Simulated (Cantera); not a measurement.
An isothermal, constant-pressure homogeneous reactor starts with C₂H₆ : N₂ = 1 : 3.7 (molar parts), at 1700 K and 1.01 bar. Integrator tolerance rtol = 1e-08.

Computed with Cantera and GRI-Mech 3.0 (53 species, 325 reactions). GRI-Mech 3.0 stops at C3 and has no aromatics, soot or wall deposition, so with more carbon than oxygen in the feed, carbon stays in small species such as C2H2 where larger ones or solid carbon would form.

**Question.** What does this change do: pressure from 1.01 bar to 0.713 Torr?

**Answer.** 
```json
[
 {"quantity": "x(C₂H₆) at 6.00 s", "before": "1.34e-6 (gas-phase equilibrium 8.16e-7)", "after": "5.15e-7 (gas-phase equilibrium <1e-12)"},
 {"quantity": "x(CH₄) at 6.00 s", "before": "0.00755 (gas-phase equilibrium 0.00591)", "after": "0.0123 (gas-phase equilibrium 5.80e-6)"},
 {"quantity": "x(C₂H₄) at 6.00 s", "before": "0.00204 (gas-phase equilibrium 0.00123)", "after": "7.32e-5 (gas-phase equilibrium 1.21e-6)"},
 {"quantity": "x(H₂) at 6.00 s", "before": "0.288 (gas-phase equilibrium 0.290)", "after": "0.283 (gas-phase equilibrium 0.297)"},
 {"quantity": "x(H) at 6.00 s", "before": "7.91e-5 (gas-phase equilibrium 7.95e-5)", "after": "0.000611 (gas-phase equilibrium 0.00262)"},
 {"quantity": "x(CH₃) at 6.00 s", "before": "4.21e-5 (gas-phase equilibrium 3.28e-5)", "after": "0.000533 (gas-phase equilibrium 1.04e-6)"}
]
```
Radical loss at walls, strong at low pressure, is not modelled.
